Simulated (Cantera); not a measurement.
## Thermodynamics of metals in furnace atmospheres, feed Cu + H2O + CO + NH3

Charge: 1 mol Cu, 0.2 mol H2O, 7.4 mol CO, 4.3 mol NH3, equilibrated at 100 Torr.

These are equilibrium values from Cantera (NASA tables, ideal gas, pure condensed phases), not measurements of a reactor. Candidate condensed phases: C, C6H6, C7H8, C8H18, Cu, CuO, Cu(OH)2, Cu2O, H2O; 139 gas species. Equilibrium is a limit: real reactors are often held back by kinetics, nucleation or transport.

From 852 °C to 1052 °C the condensed part is Cu(s). From 1102 °C to 1302 °C the condensed part is Cu(l). The main Cu-bearing gas is Cu throughout.

```csv
T (°C),x CO,x H2,x N2,x H2O,x CO2,x Cu,x CH4,x H,n Cu(s),n Cu(l)
852,0.450,0.404,0.133,0.00621,0.00630,1.00e-8,0.000158,7.74e-8,1.00,0
902,0.451,0.404,0.133,0.00662,0.00578,4.54e-8,5.29e-5,2.13e-7,1.000,0
952,0.451,0.403,0.133,0.00702,0.00535,1.81e-7,1.94e-5,5.42e-7,1.000,0
1002,0.452,0.403,0.133,0.00738,0.00497,6.49e-7,7.70e-6,1.28e-6,1.000,0
1052,0.452,0.403,0.133,0.00771,0.00464,2.11e-6,3.29e-6,2.84e-6,1.000,0
1102,0.452,0.402,0.133,0.00800,0.00435,6.17e-6,1.50e-6,5.95e-6,0,1.000
1152,0.453,0.402,0.133,0.00826,0.00409,1.63e-5,7.25e-7,1.18e-5,0,1.000
1202,0.453,0.402,0.133,0.00849,0.00385,4.02e-5,3.69e-7,2.25e-5,0,0.999
1252,0.453,0.402,0.133,0.00870,0.00364,9.33e-5,1.97e-7,4.11e-5,0,0.998
1302,0.453,0.401,0.133,0.00889,0.00346,0.000205,1.09e-7,7.21e-5,0,0.997
```
x: gas mole fraction; n: condensed amount in mol.
